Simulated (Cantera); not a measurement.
Source: NASA polynomial tables (part measured, part estimated), evaluated in Cantera. Values are per mole of reaction as written; species without (g) are pure solids or liquids, kept so even where they would boil at 1 bar.

### Question
Between 400 and 625 K, where is each reaction favourable under standard conditions?
- H2S(g) + 2 Na(g) = H2(g) + Na2S
- S + 2 Na = Na2S

### Answer
- H2S(g) + 2 Na(g) = H2(g) + Na2S: ΔG° is -446 kJ at 400 K and -386 kJ at 625 K; it stays negative (K > 1). ΔH° is -548 kJ and ΔS° -259 J/K at 625 K.
- S + 2 Na = Na2S: ΔG° is -350 kJ at 400 K and -336 kJ at 625 K; it stays negative (K > 1). ΔH° is -377 kJ and ΔS° -65 J/K at 625 K.
